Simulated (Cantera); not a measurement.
Input: 1 mol CH3SiH3, 0.052 mol HCl, 540 mol H2, 0.67 mol CH4, equilibrated at 902 °C and 23.0 mbar.

These are equilibrium values from Cantera (NASA tables, ideal gas, pure condensed phases), not measurements of a reactor. Candidate condensed phases: C, C6H6, C7H8, C8H18, Si, SiC; 109 gas species. The feed counts by its element totals alone. Rates play no part.

Base state: H2 0.999, CH4 0.000440, HCl 9.56e-5 (mole fractions); condensed: C(graphite) + SiC(s).

Problem. What changes in the equilibrium state with this change: temperature from 902 °C to 1627 °C?

Solution. 
```tsv
species	before	after
H2	0.999	0.994
H	8.08e-7	0.00522
C2H2 (acetylene)	6.37e-8	0.000380
CH4	0.000440	1.28e-5
Si	<1e-9	2.04e-5
HCl	9.56e-5	9.49e-5
C(graphite), mol	0.430	0.261
SiC(s), mol	1.00	0.986
```
